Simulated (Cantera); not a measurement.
Charge: 1 mol Fe3O4, 2.7 mol CO, held at 975 K.

Equilibrium computed with Cantera from the NASA thermochemical tables; the gas is ideal and each condensed phase is pure. Candidate condensed phases: C, Fe, Fe(CO)5, FeO, Fe2O3, Fe3O4; 15 gas species. The tables' stoichiometric FeO is somewhat more stable than real wüstite, so its field is too wide. FeO: taken at fixed stoichiometry. Kinetics and transport are ignored.

Problem. Which condensed phases are stable at each of these points (P (Pa)): 10, 100, 1000, 10000, 100000, 1000000?

Solution. 
```tsv
P (Pa)	condensed phases	Fe condensed (%)
10	FeO(s)	100.0
100	FeO(s)	100.0
1000	FeO(s)	100.0
10000	FeO(s)	100.0
100000	C(graphite) + FeO(s)	100.0
1000000	C(graphite) + FeO(s)	100.0
```

From 10.0 Pa to 0.100 bar the condensed part is FeO(s). From 1.00 bar to 10.0 bar the condensed part is C(graphite) + FeO(s).
